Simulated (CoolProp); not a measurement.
Properties of R1132(E) along the isotherm 91.95 °C.

Model: reference Helmholtz-energy equation of state, Akasaka 2024, in CoolProp.

| p (bar) | phase | density (kg/m³) | cv (kJ/(kg K)) | speed of sound (m/s) | Joule-Thomson coefficient (K/MPa) | fugacity coefficient |
|---|---|---|---|---|---|---|
| 8.12 | gas | 17.99 | 0.9385 | [?] | 9.240 | 0.9538 |
| 16.2 | gas | [?] | 0.9560 | 216.1 | 9.540 | 0.9086 |
| 24.4 | gas | 60.91 | 0.9766 | 206.9 | 9.868 | 0.8634 |
| 32.5 | gas | [?] | 1.000 | 197.1 | 10.21 | 0.8192 |
| 40.6 | gas | 119.5 | 1.030 | 186.4 | [?] | 0.7753 |
| 48.8 | gas | 161.5 | 1.067 | 174.7 | 10.80 | 0.7309 |
| 56.9 | supercritical | 222.2 | 1.116 | 162.1 | 10.72 | 0.6866 |
| 65 | supercritical | 335.2 | 1.179 | 152.3 | 9.077 | [?] |

Some entries are withheld; supply them.


- 8.12, speed of sound (m/s): 224.5
- 16.2, density (kg/m³): 37.93
- 32.5, density (kg/m³): 87.38
- 40.6, Joule-Thomson coefficient (K/MPa): 10.54
- 65, fugacity coefficient: 0.6406
